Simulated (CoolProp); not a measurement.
The numbers come from the reference Helmholtz-energy equation of state, Thol 2016 in CoolProp.

### Question
Give the vapour pressure (kPa), liquid cp (kJ/(kg K)), vapour Z, surface tension (mN/m) of saturated hexamethyldisiloxane (MM) at 146.35, 165.65, 170.55 °C.

### Answer
| T (°C) | p (kPa) | liquid cp (kJ/(kg K)) | vapour Z | surface tension (mN/m) |
|---|---|---|---|---|
| 146.35 | 324 | 2.27 | 0.856 | 5.58 |
| 165.65 | 486 | 2.35 | 0.807 | 4.24 |
| 170.55 | 536 | 2.37 | 0.793 | 3.91 |

Surface tension comes from a separate correlation (Mulero 2014), older than this fluid's equation and unchecked against measurements.
